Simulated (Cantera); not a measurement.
Equilibrium for silicon oxide and oxynitride deposition: SiH2Cl2 + O3 + H2

Charge: 1 mol SiH2Cl2, 0.42 mol O3, 37 mol H2, held at 0.0340 bar.

These are equilibrium values from Cantera (NASA tables, ideal gas, pure condensed phases), not measurements of a reactor. Candidate condensed phases: H2O, Si, SiO2; 30 gas species. The tables' values for SiCl3 are old estimates; treat these amounts as uncertain. The tables hold silica as quartz up to 1696 K and as liquid above; real silica turns to tridymite and cristobalite and melts near 1996 K. The numbers say what is thermodynamically allowed, not how fast it happens.

From 1498 K to 1648 K the condensed part is SiO2(β-quartz). From 1698 K to 1848 K the condensed part is SiO2(condensed). At 1898 K nothing is condensed. The main Si-bearing gas is SiO throughout. The share of Si in condensed phases is highest at 1498 K (40.9 %) and lowest at 1898 K (0.0 %).

```
T (K)   x H2   x HCl   x SiO     x H2O       x H   x SiCl2      x Cl  n SiO2(β-quartz)  n SiO2(condensed)
-----  -----  ------  ------  --------  --------  --------  --------  ----------------  -----------------
1498   0.942  0.0431  0.0112   4.00e-6   9.04e-5   0.00368   3.33e-6             0.409                  0
1548   0.935  0.0473  0.0156   1.16e-5  0.000162   0.00153   6.52e-6             0.321                  0
1598   0.932  0.0495  0.0178   3.76e-5  0.000279  0.000435   1.17e-5             0.276                  0
1648   0.931  0.0501  0.0185  0.000123  0.000466  0.000106   1.97e-5             0.259                  0
1698   0.930  0.0502  0.0189  0.000382  0.000756   2.69e-5   3.18e-5                 0              0.246
1748   0.928  0.0502  0.0196   0.00107   0.00119   7.71e-6   4.98e-5                 0              0.218
1798   0.924  0.0501  0.0212   0.00270   0.00184   2.59e-6   7.61e-5                 0              0.152
1848   0.917  0.0498  0.0245   0.00601   0.00275   1.06e-6  0.000114                 0             0.0195
1898   0.915  0.0497  0.0249   0.00648   0.00405   8.02e-7  0.000166                 0                  0
```
x: gas mole fraction; n: condensed amount in mol.
